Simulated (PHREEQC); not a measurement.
1 kg of water holding 0.029 mol/kgw NaCl and 0.16 mol/kgw Na2SO4 is evaporated at 40 °C; the solids stay in contact with the brine. The system is closed to CO2. The run lets Halite, Mirabilite, Thenardite precipitate or redissolve, and no other solid.

The series has 22 steps of water left (kg), from 1 to 0.01627.

All values are PHREEQC results (Pitzer model, pitzer.dat), not measurements.

Question: Which solids form, in which order, and at which step of the series does each first stand?

Answer: Thenardite from water left = 0.05275 kg.

Away from 25 °C the constants follow the database's enthalpies or fits; those with neither stay at their 25 °C values.
